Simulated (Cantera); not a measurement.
A closed system holds: 1 mol PbO, 12 mol H2, held at 1723.15 K and 0.0100 bar.

Method: chemical equilibrium by Gibbs-energy minimisation in Cantera with the NASA 1993 tables (ideal gas, pure condensed phases). Candidate condensed phases: H2O, Pb, PbO, PbO2, Pb3O4; 12 gas species. Rates play no part.

### Question
What is the equilibrium state?

### Answer
```
Property                              Value
--------------------------------  ---------
x(H2)                                 0.845
x(Pb)                                0.0768
x(H2O)                               0.0768
x(H)                                0.00168
x(PbO)                              9.65e-6
x(OH)                               8.37e-6
gas amount                        13.01 mol
log10 activity of Pb(l) (absent)      -2.32
```
